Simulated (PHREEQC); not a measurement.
Copper plating or etch bath: an equilibrium model

Solution (60 °C): 0.17 mol CuCl2 and 0.0024 mol FeCl3 per kg of water. Closed to the air; pH follows from the charge balance.

Equilibrium calculation in PHREEQC: ion-association model, wateq4f.dat.

No solid was allowed to form.

**Question.** Predict the pH, activity of water, ionic strength.

**Answer.** pH 2.83; activity of water 0.993; ionic strength 0.354 mol/kgw.

**Question.** In which forms is Cl present?

**Answer.** Cl- 75 %, CuCl+ 21 %, CuCl2 3.3 % of the Cl.

Examples of supersaturated solids here: Hematite (slow to form), Goethite (slow to form). Others may be too. At this temperature some constants are extrapolated from 25 °C, and those without enthalpy data are left unchanged.
